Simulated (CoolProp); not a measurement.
The fluid at 293.15 K and 0.771 MPa expands adiabatically to 0.133 MPa with isentropic efficiency 0.8. The same conditions are run with several fluids, on thermodynamics alone (safety and materials aside).

Model: reference Helmholtz-energy equation of state of each fluid (propylene: Lemmon 2013; nitrous oxide: Lemmon 2006; dry air: Lemmon 2000; methane: Setzmann 1991), in CoolProp. Blends and air are pseudo-pure fits.

```json
[
 {"fluid": "propylene", "work (kJ/kg)": "65.5", "final temperature (K)": "234.2", "final density (kg/m³)": "3.00"},
 {"fluid": "nitrous oxide", "work (kJ/kg)": "61.6", "final temperature (K)": "212.3", "final density (kg/m³)": "3.39"},
 {"fluid": "dry air", "work (kJ/kg)": "92.5", "final temperature (K)": "199.8", "final density (kg/m³)": "2.33"},
 {"fluid": "methane", "work (kJ/kg)": "172", "final temperature (K)": "210.6", "final density (kg/m³)": "1.23"}
]
```
